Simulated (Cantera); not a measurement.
A closed system holds: 1 mol H2S, 0.0056 mol SO2, held at 550 K and 0.880 bar.

Cantera equilibrium calculation (NASA polynomials, part measured and part estimated; ideal gas, pure solids and liquids). Candidate condensed phases: H2O, H2SO4, S; 19 gas species. Gases not in the tables: S3 to S7. Rates play no part.

Base state: H2S 0.987, H2O 0.0112, S8 0.00210, H2 0.000159, S2 6.43e-5 (mole fractions); condensed: gas only.

What changes in the equilibrium state with this change: SO2 from 0.0056 to 0.46 mol?


| species | before | after |
|---|---|---|
| H2O | 0.0112 | 0.891 |
| H2S | 0.987 | 0.0828 |
| S8 | 0.00210 | 0.0239 |
| SO2 | 1.09e-9 | 0.00245 |
| H2 | 0.000159 | 9.82e-6 |
| S2 | 6.43e-5 | 0.000118 |
| S(l), mol | 0 | 1.18 |

What changes in the equilibrium state with this change: temperature from 550 K to 2423 K?


```json
[
 {"species": "H2", "before": "0.000159", "after": "0.568"},
 {"species": "S2", "before": "6.43e-5", "after": "0.269"},
 {"species": "H2S", "before": "0.987", "after": "0.0631"},
 {"species": "SH", "before": "<1e-9", "after": "0.0605"},
 {"species": "S", "before": "<1e-9", "after": "0.0173"},
 {"species": "H", "before": "<1e-9", "after": "0.0143"},
 {"species": "H2O", "before": "0.0112", "after": "0.00657"},
 {"species": "S8", "before": "0.00210", "after": "<1e-9"},
 {"species": "SO", "before": "<1e-9", "after": "0.000885"},
 {"species": "OH", "before": "<1e-9", "after": "3.12e-5"}
]
```
